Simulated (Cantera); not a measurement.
Standard-state values (1 bar) from the NASA 1993 polynomials, evaluated with Cantera. Values are per mole of reaction as written; species without (g) are pure solids or liquids, kept so even where they would boil at 1 bar.

4 CO2(g) + 6 Ca(OH)2 → 2 C2H5OH(g) + 9 O2(g) + 6 Ca(g)

```tsv
T (K)	ΔH° (kJ)	ΔS° (J/K)	ΔG° (kJ)	log10 K
448	?	?	?	?
548	?	?	?	?
648	8018.5	1830.0	6832.6	-550.76
748	7998.4	1801.1	6651.1	-464.45
848	7978.2	1775.8	6472.3	-398.67
948	7957.8	1753.1	6295.9	-346.89
```

Problem. Complete the blanks.

Solution. 
- 448, ΔH° (kJ): 8059.6
- 448, ΔS° (J/K): 1905.9
- 448, ΔG° (kJ): 7205.7
- 448, log10 K: -840.14
- 548, ΔH° (kJ): 8038.9
- 548, ΔS° (J/K): 1864.3
- 548, ΔG° (kJ): 7017.3
- 548, log10 K: -668.87
